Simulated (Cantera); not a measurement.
A jet of 1.62 % CH4, 18.3 % O2, 80.1 % N2, equivalence ratio 0.18 at 300 K and 0.210 bar hits a platinum plate 5.2 cm away at a mass flux of 0.064 kg/m²/s; the plate temperature is set and raised in steps from an oxygen-covered start.

Computed with Cantera and Deutschmann's 1995 Pt surface mechanism with GRI-Mech 3.0 gas chemistry. Catalytic surfaces can have several steady states; this one follows from the mechanism file's or the stated starting coverage.

One state of this run: wall x CH4 = 0.00392; wall x O2 = 0.156; wall x H2O = 0.0228; wall x OH = 3.74e-7; wall x CO = 3.00e-6; wall x CO2 = 0.0150; θ free Pt = 0.318; θ O* = 0.680; θ OH* = 0.00123. x: mole fraction at the wall; θ: surface coverage.

Question: Which value of plate T (K) does it belong to?
A) 850
B) 1050
C) 1100
D) 950

Answer: B, 1050
